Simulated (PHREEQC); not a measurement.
Solution (43 °C): 0.0055 mol Cu(NO3)2, 0.0088 mol HCl and 0.19 mol KCl per kg of water. It is in equilibrium with CO2 at log p = -3.4 (atm). Otherwise closed; pH follows from the charge balance.

The numbers come from PHREEQC with the ion-association model, phreeqc.dat.

```json
[
 {"quantity": "pH", "before": "2.16", "after": "3.11"},
 {"quantity": "HCO3- (mol/kgw)", "before": "8.78e-10", "after": "6.70e-9"}
]
```

### Question
Name the change that produced these shifts.
(A) KCl left out
(B) Cu(NO3)2 left out
(C) diluted 10-fold with water

### Answer
C, diluted 10-fold with water

Precipitation was switched off in this run. At this temperature some constants are extrapolated from 25 °C, and those without enthalpy data are left unchanged.
